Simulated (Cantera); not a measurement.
Adiabatic ignition

An adiabatic, constant-volume homogeneous reactor starts with CO : H₂ : CH₄ : O₂ : N₂ = 1 : 0.064 : 0.17 : 1.08 : 4.05 (molar parts), at 1450 K and 4.93 atm.

Cantera simulation using GRI-Mech 3.0 (53 species, 325 reactions); the numbers are that mechanism's predictions, not measurements.

```
t (s)     T (K)  P (bar)    x CO     x H₂   x CH₄   x C₂H     x N₂O     x CH₂
--------  -----  -------  ------  -------  ------  ------  --------  --------
1.00e-6    1450     5.00   0.157   0.0101  0.0267  <1e-12    <1e-12    <1e-12
2.85e-6    1450     5.00   0.157   0.0101  0.0267  <1e-12  4.50e-12  1.86e-12
8.11e-6    1450     5.00   0.157   0.0101  0.0267  <1e-12  2.65e-11  3.15e-11
2.31e-5    1451     5.00   0.157   0.0100  0.0265  <1e-12  3.92e-10   4.09e-9
6.58e-5    2622     8.82  0.0808  0.00497  <1e-12  <1e-12   1.73e-6    <1e-12
0.000187   2958     9.72  0.0557  0.00306  <1e-12  <1e-12   2.97e-6    <1e-12
0.000534   2948     9.68  0.0555  0.00307  <1e-12  <1e-12   3.12e-6    <1e-12
0.00152    2947     9.68  0.0555  0.00307  <1e-12  <1e-12   3.13e-6    <1e-12
0.00433    2947     9.68  0.0555  0.00307  <1e-12  <1e-12   3.13e-6    <1e-12
0.0123     2947     9.68  0.0555  0.00307  <1e-12  <1e-12   3.13e-6    <1e-12
0.0351     2947     9.68  0.0555  0.00307  <1e-12  <1e-12   3.13e-6    <1e-12
0.100      2947     9.68  0.0555  0.00307  <1e-12  <1e-12   3.13e-6    <1e-12
```
x: mole fraction; the columns are a selection and need not sum to one.

```yaml
time_of_steepest_temperature_rise: 60.5 µs
temperature at 0.100 s: 2947 K
equilibrium_temperature: 2947 K
x(CO) at 0.100 s: 0.0555 (gas-phase equilibrium 0.0555)
x(H₂) at 0.100 s: 0.00307 (gas-phase equilibrium 0.00307)
x(CH₄) at 0.100 s: <1e-12 (gas-phase equilibrium <1e-12)
```
